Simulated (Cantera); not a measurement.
Feed: 1 mol Fe(CO)5, 13 mol H2, held at 1127 °C and 1.00 bar.

These are equilibrium values from Cantera (NASA tables, ideal gas, pure condensed phases), not measurements of a reactor. Candidate condensed phases: C, C6H6, C7H8, C8H18, Fe, Fe(CO)5, FeO, Fe(OH)2, Fe(OH)3, Fe2O3, Fe3O4, H2O; 114 gas species. Kinetics and transport are ignored.

Problem. What is the equilibrium state?

Solution. 
```json
{
 "x(H2)": "0.720",
 "x(CO)": "0.277",
 "x(CH4)": "0.00140",
 "x(H2O)": "0.00119",
 "x(CO2)": "0.000211",
 "x(H)": "4.13e-6",
 "n(Fe(γ))": "1.00 mol",
 "gas_amount": "17.95 mol",
 "log10 activity of C(graphite) (absent)": "-0.20",
 "log10 activity of Fe(OH)2(s) (absent)": "-10.75",
 "log10 activity of Fe(OH)3(s) (absent)": "-18.46"
}
```
